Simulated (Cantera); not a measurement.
A closed system holds: 1 mol SiCl4, 4 mol HCl, a varied amount of H2, held at 1375 K and 0.100 bar.

Equilibrium computed with Cantera from the NASA thermochemical tables; the gas is ideal and each condensed phase is pure. Candidate condensed phases: Si; 19 gas species. The tables' values for SiCl3 are old estimates; treat these amounts as uncertain. The numbers say what is thermodynamically allowed, not how fast it happens.

log p: log10 of the partial pressure in bar; nothing condenses.

```json
[
 {"n(H2) (mol)": "0.23", "log p HCl": "-1.11", "log p H2": "-2.40", "log p SiCl4": "-1.74", "log p SiCl3": "-3.26", "log p SiCl2": "?"},
 {"n(H2) (mol)": "0.35", "log p HCl": "-1.12", "log p H2": "-2.22", "log p SiCl4": "-1.75", "log p SiCl3": "-3.18", "log p SiCl2": "?"},
 {"n(H2) (mol)": "0.53", "log p HCl": "-1.14", "log p H2": "-2.05", "log p SiCl4": "-1.77", "log p SiCl3": "-3.10", "log p SiCl2": "?"},
 {"n(H2) (mol)": "0.79", "log p HCl": "-1.15", "log p H2": "-1.90", "log p SiCl4": "-1.80", "log p SiCl3": "-3.04", "log p SiCl2": "?"},
 {"n(H2) (mol)": "1.2", "log p HCl": "-1.18", "log p H2": "-1.74", "log p SiCl4": "-1.84", "log p SiCl3": "-2.98", "log p SiCl2": "?"},
 {"n(H2) (mol)": "1.8", "log p HCl": "-1.22", "log p H2": "-1.61", "log p SiCl4": "-1.90", "log p SiCl3": "-2.93", "log p SiCl2": "?"},
 {"n(H2) (mol)": "2.7", "log p HCl": "-1.26", "log p H2": "-1.48", "log p SiCl4": "-1.98", "log p SiCl3": "-2.90", "log p SiCl2": "?"}
]
```

Task: Fill in the missing entries.

Result: 
- 0.23, log p SiCl2: -4.13
- 0.35, log p SiCl2: -3.95
- 0.53, log p SiCl2: -3.77
- 0.79, log p SiCl2: -3.61
- 1.2, log p SiCl2: -3.45
- 1.8, log p SiCl2: -3.29
- 2.7, log p SiCl2: -3.15
